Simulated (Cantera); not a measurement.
Charge: 1 mol Si, 2.3 mol HCl, 4.5 mol H₂, held at 14.0 bar.

Cantera equilibrium calculation (NASA polynomials, part measured and part estimated; ideal gas, pure solids and liquids). Candidate condensed phases: Si; 19 gas species. Gases not in the tables: Si₂H₆ and higher silanes. The numbers say what is thermodynamically allowed, not how fast it happens.

### Question
What share of the Si ends up in condensed phases as a function of T (K), at 725, 800, 875, 950, 1025, 1100, 1175, 1250, 1325, 1400, 1475, 1550, 1625, 1700?

### Answer
```tsv
T (K)	Si condensed (%)	as
725	30.8	Si(s)
800	30.9	Si(s)
875	31.1	Si(s)
950	31.4	Si(s)
1025	31.9	Si(s)
1100	32.6	Si(s)
1175	33.6	Si(s)
1250	34.7	Si(s)
1325	36.0	Si(s)
1400	37.1	Si(s)
1475	37.8	Si(s)
1550	37.9	Si(s)
1625	37.4	Si(s)
1700	36.7	Si(l)
```
